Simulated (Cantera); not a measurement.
Feed: 1 mol n-butane, 65 mol H2, 39 mol N2, 0.00085 mol H2S, held at 0.133 bar.

Equilibrium computed with Cantera from the NASA thermochemical tables; the gas is ideal and each condensed phase is pure. Candidate condensed phases: C, C6H6, C7H8, C8H18, S; 100 gas species. Equilibrium is a limit: real reactors are often held back by kinetics, nucleation or transport.

Problem. At 1525 K, list the 4 most abundant gas species with their mole fractions, and the condensed phases.

Solution. H2 0.642, N2 0.358, HCN 0.000602, CH4 0.000125. Condensed: C(graphite).
